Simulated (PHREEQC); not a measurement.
Solution (20 °C): 0.089 mol NaH2PO4 and 0.00039 mol K2HPO4 per kg of water. Closed to the air; pH follows from the charge balance.

Model: ion-association model, phreeqc.dat, run in PHREEQC.

This is a speciation only: nothing precipitates in the calculation.

Predict the pH, ionic strength.

pH 4.71; ionic strength 0.0903 mol/kgw.

Species that the database lacks are ignored.
